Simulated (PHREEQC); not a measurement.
0.029 g of hydrous ferric oxide (600 m²/g; 0.2 weak and 0.005 strong sites per Fe, Dzombak-Morel constants, diffuse double layer) in 1 kg of water with 0.3 mol/kgw of an inert sodium salt and 9.1e-07 mol Na2SO4, 6.3e-05 mol NiCl2 and 6.9e-05 mol BaCl2, at 25 °C; the pH is set by adding NaOH or the inert anion's acid. Oxygen alone is held at its pressure in air (log pO2 = -0.68). No CO2 enters from the air. Precipitation was switched off in this run.

Base run: PHREEQC, ion-association model, wateq4f.dat. Each further column changes one thing. The table gives S sorbed (%).

| pH | base | no electrostatic term (-no_edl) | background salt from 0.3 to 0.03 mol/kgw | oxide from 0.029 to 0.15 g/kgw | 3.7e-05 mol/kgw CuSO4 added |
|---|---|---|---|---|---|
| 3 | 37.8 | 0.0 | 99.1 | 76.3 | (withheld) |
| 3.75 | 36.4 | 0.0 | 98.6 | 75.3 | (withheld) |
| 4.88 | 21.6 | 0.0 | 90.9 | 59.1 | 12.6 |
| 5.62 | 7.5 | 0.0 | 59.7 | (withheld) | (withheld) |
| 6.38 | 1.4 | 0.0 | 13.4 | 6.9 | 3.1 |
| 7.12 | 0.2 | 0.0 | (withheld) | (withheld) | 1.3 |
| 8.25 | 0.0 | 0.0 | 0.2 | 0.1 | 0.1 |
| 9 | 0.0 | 0.0 | 0.0 | 0.0 | 0.0 |

Question: Complete the blanks.

Answer: 
- 3, 3.7e-05 mol/kgw CuSO4 added: 18.4
- 3.75, 3.7e-05 mol/kgw CuSO4 added: 18.0
- 5.62, oxide from 0.029 to 0.15 g/kgw: 29.7
- 5.62, 3.7e-05 mol/kgw CuSO4 added: 6.2
- 7.12, background salt from 0.3 to 0.03 mol/kgw: 1.7
- 7.12, oxide from 0.029 to 0.15 g/kgw: 1.1

In at least one series the solution becomes supersaturated in solids that the run did not let form, among them Ni(OH)2. The oxide is taken as insoluble; below pH 4 it would dissolve. The database's constant for dissolved Cu(OH)2 is higher than later reviews accept.
